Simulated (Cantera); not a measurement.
## N₂O + H₂O + N₂ (abatement and gas-phase synthesis)

A closed system holds: 1 mol N₂O, 0.068 mol H₂O, 8.4 mol N₂, held at 0.338 Torr.

These are equilibrium values from Cantera (NASA tables, ideal gas, pure condensed phases), not measurements of a reactor. Candidate condensed phases: H₂O; 47 gas species. Ions and electrons are included (thermal ionisation). Rates play no part.

```csv
T (K),x N₂,x N,x O,x O₂,x H,x NO,x H₂O
2000,0.936,4.12e-8,0.00666,0.0446,0.00134,0.00385,0.00477
2250,0.919,1.01e-6,0.0311,0.0319,0.00746,0.00594,0.00111
2500,0.897,1.31e-5,0.0728,0.0114,0.0118,0.00571,3.78e-5
2750,0.888,0.000107,0.0934,0.00199,0.0127,0.00354,8.15e-7
3000,0.886,0.000618,0.0981,0.000338,0.0128,0.00203,2.57e-8
3250,0.884,0.00274,0.0993,7.10e-5,0.0128,0.00123,1.31e-9
3500,0.877,0.00978,0.0994,1.83e-5,0.0128,0.000790,1.01e-10
3750,0.859,0.0293,0.0987,5.55e-6,0.0126,0.000530,1.06e-11
4000,0.815,0.0755,0.0966,1.89e-6,0.0123,0.000361,1.41e-12
4250,0.728,0.168,0.0920,6.91e-7,0.0117,0.000241,<1e-12
4500,0.581,0.323,0.0842,2.58e-7,0.0108,0.000151,<1e-12
4750,0.390,0.526,0.0741,9.67e-8,0.00945,8.60e-5,<1e-12
5000,0.210,0.717,0.0645,3.82e-8,0.00823,4.44e-5,<1e-12
```
x: gas mole fraction; nothing condenses.

From 2000 K to 5000 K nothing is condensed.
